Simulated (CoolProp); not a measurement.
Vapour-liquid equilibrium of carbon dioxide (1) + hydrogen sulfide (2) at 226.6 K; x and y are mole fractions of (1).

The numbers come from the multi-fluid Helmholtz-energy mixture model, Span 1996 and Lemmon 2006; pair parameters Kunz 2012 in CoolProp.

```csv
x,bubble pressure (kPa),y at the bubble point,dew pressure at overall composition x (kPa),liquid density (mol/L)
0.05,276.9,0.323,203.5,27.22
0.125,381.2,0.534,219.6,27.23
0.2,463.4,0.637,238.3,27.12
0.275,526.9,0.697,260.5,26.91
0.35,575.8,0.737,287.0,26.63
0.425,613.9,0.767,319.3,26.31
0.5,644.7,0.791,359.5,25.98
0.575,670.8,0.812,410.4,25.66
0.65,694.3,0.833,476.0,25.40
0.725,716.3,0.856,560.1,25.23
0.8,737.4,0.884,656.5,25.18
0.875,757.2,0.918,731.2,25.28
0.95,774.4,0.962,770.5,25.59
```

No azeotrope shows between x = 0.05 and 0.95.

Pair parameters are fitted to limited data, so mixtures are less certain than the pure fluids.
